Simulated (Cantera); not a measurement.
A Cantera script and what it prints.

```python
import numpy as np
import cantera as ct

gas_names = [...]  # 136 gases of nasa_gas.yaml made of C, H, N, O
cond_names = """
    C(gr) C6H6(L) C7H8(L) C8H18(L),n-octa H2O(s) H2O(L)
""".split()


# ... load() reads the species with a 1 bar reference pressure and builds the phases ...
atoms = {
    'C2H5OH': {'C': 2, 'H': 6, 'O': 1},
    'NH3': {'N': 1, 'H': 3},
    'H2': {'H': 2},
}
top_T = {'C(gr)': 4500}  # K; cautious upper limits of use, not melting points


# ... equilibrate(T, P, feed) seeds the gas with the atoms and calls Mixture.equilibrate('TP', solver="vcs", rtol=1e-11, max_steps=5000) ...
results = []
feed = {'C2H5OH': 1, 'NH3': 0.18, 'H2': 9.5}  # mol
P = 89000  # Pa
for T in [1100, 1250, 1400, 1550, 1700, 1850, 2000, 2150, 2300, 2450, 2600, 2750]:
    mix = equilibrate(T, P, feed)
    results.append((T, P, feed, dict(zip(mix.species_names, mix.species_moles))))
    x = sorted(zip(gas.X, gas.species_names), reverse=True)
    print(f"T = {T:g} K  P = {P:g} Pa  gas = {mix.phase_moles(0):.4g} mol")
    print("   x: " + "  ".join(f"{s} {v:.3e}" for v, s in x if v > 0.001))
    print("   condensed (mol): " + ("  ".join(f"{mix.phase(i).name} {mix.phase_moles(i):.4g}"
          for i in range(1, mix.n_phases) if mix.phase_moles(i) > 1e-12) or "none"))
```

It prints:

```
T = 1100 K  P = 89000 Pa  gas = 13.45 mol
   x: H2 8.938e-01  CO 6.874e-02  CH4 2.552e-02  N2 6.683e-03  H2O 4.891e-03
   condensed (mol): C(gr) 0.7276
T = 1250 K  P = 89000 Pa  gas = 13.74 mol
   x: H2 9.125e-01  CO 7.184e-02  CH4 8.148e-03  N2 6.543e-03
   condensed (mol): C(gr) 0.9006
T = 1400 K  P = 89000 Pa  gas = 13.81 mol
   x: H2 9.178e-01  CO 7.217e-02  N2 6.494e-03  CH4 3.239e-03
   condensed (mol): C(gr) 0.9578
T = 1550 K  P = 89000 Pa  gas = 13.84 mol
   x: H2 9.196e-01  CO 7.219e-02  N2 6.444e-03  CH4 1.530e-03
   condensed (mol): C(gr) 0.9777
T = 1700 K  P = 89000 Pa  gas = 13.85 mol
   x: H2 9.201e-01  CO 7.218e-02  N2 6.353e-03
   condensed (mol): C(gr) 0.983
T = 1850 K  P = 89000 Pa  gas = 13.86 mol
   x: H2 9.197e-01  CO 7.215e-02  N2 6.188e-03
   condensed (mol): C(gr) 0.978
T = 2000 K  P = 89000 Pa  gas = 13.87 mol
   x: H2 9.181e-01  CO 7.211e-02  N2 5.915e-03  H 1.652e-03  HCN 1.087e-03
   condensed (mol): C(gr) 0.9599
T = 2150 K  P = 89000 Pa  gas = 13.89 mol
   x: H2 9.142e-01  CO 7.201e-02  N2 5.509e-03  H 4.275e-03  HCN 1.811e-03  C2H2,acetylene 1.771e-03
   condensed (mol): C(gr) 0.9203
T = 2300 K  P = 89000 Pa  gas = 13.93 mol
   x: H2 9.063e-01  CO 7.181e-02  H 9.766e-03  N2 4.959e-03  C2H2,acetylene 3.917e-03  HCN 2.754e-03
   condensed (mol): C(gr) 0.8458
T = 2450 K  P = 89000 Pa  gas = 14 mol
   x: H2 8.919e-01  CO 7.143e-02  H 2.011e-02  C2H2,acetylene 7.781e-03  N2 4.286e-03  HCN 3.854e-03
   condensed (mol): C(gr) 0.7176
T = 2600 K  P = 89000 Pa  gas = 14.13 mol
   x: H2 8.677e-01  CO 7.079e-02  H 3.790e-02  C2H2,acetylene 1.407e-02  HCN 4.991e-03  N2 3.541e-03
   condensed (mol): C(gr) 0.5124
T = 2750 K  P = 89000 Pa  gas = 14.33 mol
   x: H2 8.303e-01  CO 6.976e-02  H 6.607e-02  C2H2,acetylene 2.336e-02  HCN 6.015e-03  N2 2.794e-03
   condensed (mol): C(gr) 0.2031
```

Cantera equilibrium calculation (NASA polynomials, part measured and part estimated; ideal gas, pure solids and liquids).
